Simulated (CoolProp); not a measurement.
Vapour-liquid equilibrium of dimethyl carbonate (1) + n-decane (2) at 6.32 bar; x and y are mole fractions of (1).

Values from CoolProp's multi-fluid Helmholtz-energy mixture model, Zhou 2011 and Lemmon 2006; pair parameters Bell 2016.

```
x      bubble temperature, mixture model (°C)  bubble temperature, Raoult's law (°C)  y, mixture model  y, Raoult's law
-----  --------------------------------------  -------------------------------------  ----------------  ---------------
0.05                                    241.8                                  250.3             0.297            0.239
0.125                                   216.4                                  234.7             0.577            0.472
0.2                                     200.1                                  222.3             0.710            0.621
0.275                                   189.8                                  212.1             0.779            0.721
0.35                                    183.2                                  203.5             0.819            0.792
0.425                                   178.7                                  196.0             0.845            0.844
0.5                                     175.4                                  189.6             0.864            0.883
0.575                                   172.8                                  183.9             0.880            0.913
0.65                                    170.5                                  178.8             0.895            0.937
0.725                                   168.4                                  174.3             0.911            0.956
0.8                                     166.3                                  170.1             0.928            0.971
0.875                                   164.2                                  166.4             0.950            0.984
0.95                                    162.1                                  162.9             0.977            0.994
```

The largest gap from Raoult's law is -22.3 K in bubble temperature, at x = 0.275. No azeotrope shows between x = 0.05 and 0.95.

The pair parameters rest on a limited set of measurements; away from them the model extrapolates. With so large a gap from Raoult's law the liquid may split in two, which this calculation doesn't test in full.
